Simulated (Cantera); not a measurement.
Cantera run:

```python
import numpy as np
import cantera as ct

gas_names = """
    F F2 N NF NF2 NF3 N2 Si SiF SiF2 SiF3 SiF4 SiN Si2 Si2N Si3
""".split()
cond_names = """
    Si(cr) Si(L) Si3N4(a)
""".split()


# ... load() reads the species with a 1 bar reference pressure and builds the phases ...
atoms = {
    'Si': {'Si': 1},
    'NF3': {'N': 1, 'F': 3},
}
top_T = {'Si3N4(a)': 2400}  # K; cautious upper limits of use, not melting points


# ... equilibrate(T, P, feed) seeds the gas with the atoms and calls Mixture.equilibrate('TP', solver="vcs", rtol=1e-11, max_steps=5000) ...
results = []
feed = {'Si': 1, 'NF3': 3.9}  # mol
P = 28000  # Pa
for T in [625, 725, 825, 925, 1025, 1125, 1225, 1325, 1425, 1525, 1625]:
    mix = equilibrate(T, P, feed)
    results.append((T, P, feed, dict(zip(mix.species_names, mix.species_moles))))
    x = sorted(zip(gas.X, gas.species_names), reverse=True)
    print(f"T = {T:g} K  P = {P:g} Pa  gas = {mix.phase_moles(0):.4g} mol")
    print("   x: " + "  ".join(f"{s} {v:.3e}" for v, s in x if v > 0.0001))
    print("   condensed (mol): " + ("  ".join(f"{mix.phase(i).name} {mix.phase_moles(i):.4g}"
          for i in range(1, mix.n_phases) if mix.phase_moles(i) > 1e-12) or "none"))
```

It prints:

```
T = 625 K  P = 28000 Pa  gas = 4.263 mol
   x: NF3 5.952e-01  SiF4 2.346e-01  N2 1.598e-01  F2 1.030e-02
   condensed (mol): none
T = 725 K  P = 28000 Pa  gas = 4.513 mol
   x: NF3 5.073e-01  SiF4 2.216e-01  N2 1.784e-01  F2 9.139e-02  F 1.334e-03
   condensed (mol): none
T = 825 K  P = 28000 Pa  gas = 5.418 mol
   x: F2 3.121e-01  NF3 2.614e-01  N2 2.292e-01  SiF4 1.846e-01  F 1.274e-02
   condensed (mol): none
T = 925 K  P = 28000 Pa  gas = 6.559 mol
   x: F2 4.613e-01  N2 2.648e-01  SiF4 1.525e-01  NF3 6.499e-02  F 5.644e-02
   condensed (mol): none
T = 1025 K  P = 28000 Pa  gas = 7.283 mol
   x: F2 4.337e-01  N2 2.620e-01  F 1.555e-01  SiF4 1.373e-01  NF3 1.143e-02
   condensed (mol): none
T = 1125 K  P = 28000 Pa  gas = 8.054 mol
   x: F2 3.178e-01  F 3.151e-01  N2 2.412e-01  SiF4 1.242e-01  NF3 1.802e-03
   condensed (mol): none
T = 1225 K  P = 28000 Pa  gas = 9.009 mol
   x: F 4.908e-01  N2 2.163e-01  F2 1.816e-01  SiF4 1.110e-01  NF3 2.421e-04
   condensed (mol): none
T = 1325 K  P = 28000 Pa  gas = 9.828 mol
   x: F 6.162e-01  N2 1.984e-01  SiF4 1.018e-01  F2 8.358e-02
   condensed (mol): none
T = 1425 K  P = 28000 Pa  gas = 10.29 mol
   x: F 6.782e-01  N2 1.895e-01  SiF4 9.719e-02  F2 3.505e-02
   condensed (mol): none
T = 1525 K  P = 28000 Pa  gas = 10.49 mol
   x: F 7.039e-01  N2 1.858e-01  SiF4 9.530e-02  F2 1.498e-02
   condensed (mol): none
T = 1625 K  P = 28000 Pa  gas = 10.58 mol
   x: F 7.143e-01  N2 1.844e-01  SiF4 9.454e-02  F2 6.850e-03
   condensed (mol): none
```

Equilibrium computed with Cantera from the NASA thermochemical tables; the gas is ideal and each condensed phase is pure.
